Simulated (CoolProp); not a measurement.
Vapour-liquid equilibrium of R113 (1) + n-hexane (2) at 93.1 kPa; x and y are mole fractions of (1).

Model: multi-fluid Helmholtz-energy mixture model, Marx 1992 and Thol 2019; pair parameters Bell 2016, in CoolProp.

```json
[
 {"x": "0.05", "bubble temperature, mixture model (K)": "336.9", "bubble temperature, Raoult's law (K)": "337.8", "y, mixture model": "0.114", "y, Raoult's law": "0.093"},
 {"x": "0.125", "bubble temperature, mixture model (K)": "334.0", "bubble temperature, Raoult's law (K)": "335.7", "y, mixture model": "0.253", "y, Raoult's law": "0.218"},
 {"x": "0.2", "bubble temperature, mixture model (K)": "331.5", "bubble temperature, Raoult's law (K)": "333.8", "y, mixture model": "0.364", "y, Raoult's law": "0.329"},
 {"x": "0.275", "bubble temperature, mixture model (K)": "329.4", "bubble temperature, Raoult's law (K)": "332.0", "y, mixture model": "0.456", "y, Raoult's law": "0.428"},
 {"x": "0.35", "bubble temperature, mixture model (K)": "327.6", "bubble temperature, Raoult's law (K)": "330.2", "y, mixture model": "0.534", "y, Raoult's law": "0.516"},
 {"x": "0.425", "bubble temperature, mixture model (K)": "326.0", "bubble temperature, Raoult's law (K)": "328.6", "y, mixture model": "0.601", "y, Raoult's law": "0.596"},
 {"x": "0.5", "bubble temperature, mixture model (K)": "324.7", "bubble temperature, Raoult's law (K)": "327.0", "y, mixture model": "0.662", "y, Raoult's law": "0.667"},
 {"x": "0.575", "bubble temperature, mixture model (K)": "323.4", "bubble temperature, Raoult's law (K)": "325.5", "y, mixture model": "0.718", "y, Raoult's law": "0.731"},
 {"x": "0.65", "bubble temperature, mixture model (K)": "322.3", "bubble temperature, Raoult's law (K)": "324.1", "y, mixture model": "0.769", "y, Raoult's law": "0.790"},
 {"x": "0.725", "bubble temperature, mixture model (K)": "321.3", "bubble temperature, Raoult's law (K)": "322.7", "y, mixture model": "0.819", "y, Raoult's law": "0.843"},
 {"x": "0.8", "bubble temperature, mixture model (K)": "320.3", "bubble temperature, Raoult's law (K)": "321.4", "y, mixture model": "0.868", "y, Raoult's law": "0.891"},
 {"x": "0.875", "bubble temperature, mixture model (K)": "319.5", "bubble temperature, Raoult's law (K)": "320.2", "y, mixture model": "0.917", "y, Raoult's law": "0.935"},
 {"x": "0.95", "bubble temperature, mixture model (K)": "318.7", "bubble temperature, Raoult's law (K)": "319.0", "y, mixture model": "0.966", "y, Raoult's law": "0.975"}
]
```

The largest gap from Raoult's law is -2.6 K in bubble temperature, at x = 0.35. No azeotrope shows between x = 0.05 and 0.95.

Pair parameters are fitted to limited data, so mixtures are less certain than the pure fluids.
